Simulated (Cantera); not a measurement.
A perfectly stirred reactor is fed with H2 : O2 : N2 : H2O = 0.42 : 1 : 0.71 : 0.054 (molar parts), equivalence ratio 0.21, at 533 Torr; it is held at 848 K, and followed from long to short residence time.

Model: GRI-Mech 3.0 (53 species, 325 reactions), integrated in Cantera. Below about 950 K walls govern HO2 and H2O2 in real vessels. The temperature is held fixed by assumption; the heat of reaction is taken as removed at once.

x: mole fraction; the columns are a selection and need not sum to one.

| τ (s) | x H2 | x O2 | x OH | x NO2 | x N2O | x HO2 | x O |
|---|---|---|---|---|---|---|---|
| 14 | 0.0965 | 0.429 | 9.79e-9 | <1e-12 | 1.29e-9 | 2.19e-5 | 6.55e-9 |
| 4.5 | 0.156 | 0.447 | 6.95e-9 | <1e-12 | 3.70e-10 | 2.30e-5 | 6.73e-9 |
| 1.5 | 0.185 | 0.456 | (withheld) | <1e-12 | 7.52e-11 | (withheld) | (withheld) |
| 0.50 | 0.192 | 0.458 | 1.88e-10 | <1e-12 | 3.26e-12 | 4.31e-6 | 3.32e-10 |
| 0.17 | 0.192 | 0.458 | 1.13e-11 | <1e-12 | <1e-12 | 9.16e-7 | 2.90e-11 |
| 0.056 | 0.192 | 0.458 | <1e-12 | <1e-12 | <1e-12 | 7.94e-8 | 2.23e-12 |
| 0.019 | 0.192 | 0.458 | <1e-12 | <1e-12 | <1e-12 | 1.77e-8 | <1e-12 |
| 0.0062 | 0.192 | 0.458 | <1e-12 | <1e-12 | <1e-12 | 5.26e-9 | <1e-12 |
| 0.0021 | 0.192 | 0.458 | <1e-12 | <1e-12 | <1e-12 | 1.74e-9 | <1e-12 |
| 0.00069 | 0.192 | 0.458 | <1e-12 | <1e-12 | <1e-12 | 5.64e-10 | <1e-12 |
| 0.00023 | 0.192 | 0.458 | <1e-12 | <1e-12 | <1e-12 | 1.85e-10 | <1e-12 |

Problem. Some entries are withheld; supply them.

Solution. 
- 1.5, x OH: 3.21e-9
- 1.5, x HO2: 1.71e-5
- 1.5, x O: 4.23e-9
